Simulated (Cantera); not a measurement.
What does this Cantera script print?

```python
import numpy as np
import cantera as ct

gas_names = """
    C CH CH2 CH3 CH2OH CH3O CH4 CH3OH CO CO2 COOH C2 C2H CHCO,ketyl C2H2,acetylene C2H2,vinylidene
    CH2CO,ketene C2H3,vinyl CH3CO,acetyl C2H4 C2H4O,ethylen CH3CHO,ethanal CH3COOH (HCOOH)2 C2H5 C2H6
    CH3OCH3 C2H5OH C2O C3 C3H3,propargyl C3H4,allene C3H4,propyne C3H4,cyclo- C3H5,allyl C3H6,propylene
    C3H6,cyclo- C3H6O C3H7,n-propyl C3H7,i-propyl C3H8 C3H8O,1propanol C3H8O,2propanol C3O2 C4 C4H2
    C4H4,1,3-cyclo- C4H6,butadiene C4H6,2-butyne C4H6,cyclo- C4H8,1-butene C4H8,cis2-buten
    C4H8,tr2-butene C4H8,isobutene C4H8,cyclo- (CH3COOH)2 C4H9,n-butyl C4H9,i-butyl C4H9,s-butyl
    C4H9,t-butyl C4H10,isobutane C4H10,n-butane C5 C5H6,1,3cyclo- C5H8,cyclo- C5H10,1-pentene
    C5H10,cyclo- C5H11,pentyl C5H11,t-pentyl C5H12,n-pentane C5H12,i-pentane CH3C(CH3)2CH3 C6H2
    C6H5,phenyl C6H5O,phenoxy C6H6 C6H5OH,phenol C6H10,cyclo- C6H12,1-hexene C6H12,cyclo- C6H13,n-hexyl
    C7H7,benzyl C7H8 C7H8O,cresol C7H14,1-heptene C7H15,n-heptyl C7H16,n-heptane C8H8,styrene
    C8H10,ethylbenz C8H16,1-octene C8H17,n-octyl C8H18,isooctane C8H18,n-octane C9H19,n-nonyl
    C10H8,naphthale C10H21,n-decyl C12H9,o-bipheny C12H10,bipheny H HCO HO2 H2 HCHO,formaldehy HCOOH H2O
    H2O2 O OH O2 O3
""".split()
cond_names = """
    C(gr) C6H6(L) C7H8(L) C8H18(L),n-octa H2O(s) H2O(L)
""".split()


def load(file, names, dense=False):
    # The tables refer to 1 bar. Condensed volumes are neglected.
    table = {s.name: s for s in ct.Species.list_from_file(file)}
    out = []
    for n in names:
        d = dict(table[n].input_data)
        d["thermo"] = dict(d["thermo"], **{"reference-pressure": 1e5})
        if dense:
            d["equation-of-state"] = {"model": "constant-volume", "density": "1e6 g/cm^3"}
        out.append(ct.Species.from_dict(d))
    return out


gas = ct.Solution(thermo="ideal-gas", species=load("nasa_gas.yaml", gas_names))
cond = {s.name: ct.Solution(thermo="fixed-stoichiometry", species=[s], name=s.name)
        for s in load("nasa_condensed.yaml", cond_names, dense=True)}
atoms = {
    'CH4': {'C': 1, 'H': 4},
    'CO2': {'C': 1, 'O': 2},
    'H2': {'H': 2},
}
top_T = {'C(gr)': 4500}  # K; cautious upper limits of use, not melting points


def equilibrate(T, P, feed):
    n = {}
    for name, mol in feed.items():
        for a, k in atoms[name].items():
            n[a] = n.get(a, 0.0) + k * mol
    gas.TPX = T, P, n
    mass = sum(n.values()) * gas.mean_molecular_weight
    gas.equilibrate("TP")
    valid = [c for c in cond.values() if c.min_temp <= T <= top_T.get(c.name, c.max_temp)]
    mix = ct.Mixture([(gas, mass / gas.mean_molecular_weight)] + [(c, 0.0) for c in valid])
    mix.T, mix.P = T, P
    mix.equilibrate("TP", solver="gibbs", rtol=1e-10, max_steps=50000)
    return mix


results = []
P = 1600  # Pa
for T in [500, 550, 600, 650, 700, 750, 800, 850, 900, 950, 1000, 1050, 1100]:
    for m in [0.73, 1, 1.3, 1.6, 1.9, 2.2, 2.5, 2.8, 3.1, 3.3, 3.6]:
        feed = {'CH4': 1, 'CO2': m, 'H2': 1}  # mol
        mix = equilibrate(T, P, feed)
        results.append((T, P, feed, dict(zip(mix.species_names, mix.species_moles))))

for T, P, feed, n in results:
    print(f"{T:7g} {feed['CO2']:10.4g}  " + (" + ".join(c for c in cond_names if n.get(c, 0) > 1e-12) or "gas only"))
```

It prints:

```
    500       0.73  C(gr)
    500          1  C(gr)
    500        1.3  C(gr)
    500        1.6  C(gr)
    500        1.9  C(gr)
    500        2.2  C(gr)
    500        2.5  C(gr)
    500        2.8  C(gr)
    500        3.1  C(gr)
    500        3.3  C(gr)
    500        3.6  C(gr)
    550       0.73  C(gr)
    550          1  C(gr)
    550        1.3  C(gr)
    550        1.6  C(gr)
    550        1.9  C(gr)
    550        2.2  C(gr)
    550        2.5  C(gr)
    550        2.8  C(gr)
    550        3.1  C(gr)
    550        3.3  C(gr)
    550        3.6  C(gr)
    600       0.73  C(gr)
    600          1  C(gr)
    600        1.3  C(gr)
    600        1.6  C(gr)
    600        1.9  C(gr)
    600        2.2  C(gr)
    600        2.5  C(gr)
    600        2.8  C(gr)
    600        3.1  C(gr)
    600        3.3  C(gr)
    600        3.6  C(gr)
    650       0.73  C(gr)
    650          1  C(gr)
    650        1.3  C(gr)
    650        1.6  C(gr)
    650        1.9  C(gr)
    650        2.2  C(gr)
    650        2.5  C(gr)
    650        2.8  C(gr)
    650        3.1  C(gr)
    650        3.3  C(gr)
    650        3.6  C(gr)
    700       0.73  C(gr)
    700          1  C(gr)
    700        1.3  C(gr)
    700        1.6  C(gr)
    700        1.9  C(gr)
    700        2.2  C(gr)
    700        2.5  C(gr)
    700        2.8  C(gr)
    700        3.1  C(gr)
    700        3.3  C(gr)
    700        3.6  C(gr)
    750       0.73  C(gr)
    750          1  C(gr)
    750        1.3  C(gr)
    750        1.6  C(gr)
    750        1.9  C(gr)
    750        2.2  C(gr)
    750        2.5  C(gr)
    750        2.8  C(gr)
    750        3.1  C(gr)
    750        3.3  C(gr)
    750        3.6  C(gr)
    800       0.73  C(gr)
    800          1  C(gr)
    800        1.3  C(gr)
    800        1.6  C(gr)
    800        1.9  C(gr)
    800        2.2  C(gr)
    800        2.5  C(gr)
    800        2.8  gas only
    800        3.1  gas only
    800        3.3  gas only
    800        3.6  gas only
    850       0.73  C(gr)
    850          1  C(gr)
    850        1.3  C(gr)
    850        1.6  gas only
    850        1.9  gas only
    850        2.2  gas only
    850        2.5  gas only
    850        2.8  gas only
    850        3.1  gas only
    850        3.3  gas only
    850        3.6  gas only
    900       0.73  C(gr)
    900          1  C(gr)
    900        1.3  gas only
    900        1.6  gas only
    900        1.9  gas only
    900        2.2  gas only
    900        2.5  gas only
    900        2.8  gas only
    900        3.1  gas only
    900        3.3  gas only
    900        3.6  gas only
    950       0.73  C(gr)
    950          1  C(gr)
    950        1.3  gas only
    950        1.6  gas only
    950        1.9  gas only
    950        2.2  gas only
    950        2.5  gas only
    950        2.8  gas only
    950        3.1  gas only
    950        3.3  gas only
    950        3.6  gas only
   1000       0.73  C(gr)
   1000          1  C(gr)
   1000        1.3  gas only
   1000        1.6  gas only
   1000        1.9  gas only
   1000        2.2  gas only
   1000        2.5  gas only
   1000        2.8  gas only
   1000        3.1  gas only
   1000        3.3  gas only
   1000        3.6  gas only
   1050       0.73  C(gr)
   1050          1  C(gr)
   1050        1.3  gas only
   1050        1.6  gas only
   1050        1.9  gas only
   1050        2.2  gas only
   1050        2.5  gas only
   1050        2.8  gas only
   1050        3.1  gas only
   1050        3.3  gas only
   1050        3.6  gas only
   1100       0.73  C(gr)
   1100          1  C(gr)
   1100        1.3  gas only
   1100        1.6  gas only
   1100        1.9  gas only
   1100        2.2  gas only
   1100        2.5  gas only
   1100        2.8  gas only
   1100        3.1  gas only
   1100        3.3  gas only
   1100        3.6  gas only
```

Equilibrium computed with Cantera from the NASA thermochemical tables; the gas is ideal and each condensed phase is pure.
